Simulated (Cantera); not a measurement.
A Cantera script and its output.

```python
import numpy as np
import cantera as ct

gas = ct.Solution("gri30.yaml")


def delay(T, t_max=10):
    gas.TPX = T, 1800000, {'CH3OH': 1, 'O2': 1.7, 'N2': 4.77}
    reactor = ct.IdealGasReactor(gas, clone=False)
    net = ct.ReactorNet([reactor])
    net.rtol, net.atol = 1e-8, 1e-16
    while net.time < t_max:
        t_old, T_old = net.time, reactor.T
        net.step()
        if reactor.T > T + 400:  # ignition: a rise of 400 K
            return t_old + (T + 400 - T_old) / (reactor.T - T_old) * (net.time - t_old)
    return np.nan


taus = []
for T in [1000, 1075, 1150, 1225, 1300, 1375, 1450, 1525]:
    taus.append(delay(T))
    print(f"T0 = {T:6g} K   tau = {taus[-1]:.4e} s")
```

It prints:

```
T0 =   1000 K   tau = 5.4476e-02 s
T0 =   1075 K   tau = 9.9378e-03 s
T0 =   1150 K   tau = 2.2517e-03 s
T0 =   1225 K   tau = 6.1241e-04 s
T0 =   1300 K   tau = 1.9488e-04 s
T0 =   1375 K   tau = 7.1174e-05 s
T0 =   1450 K   tau = 2.9378e-05 s
T0 =   1525 K   tau = 1.3505e-05 s
```

Model: GRI-Mech 3.0 (53 species, 325 reactions), integrated in Cantera. GRI-Mech 3.0 was tuned for natural gas; its chemistry of methanol as a main component is partial and can be far from experiment. The pressure lies above the range GRI-Mech 3.0 was tuned for (to about 10 atm).
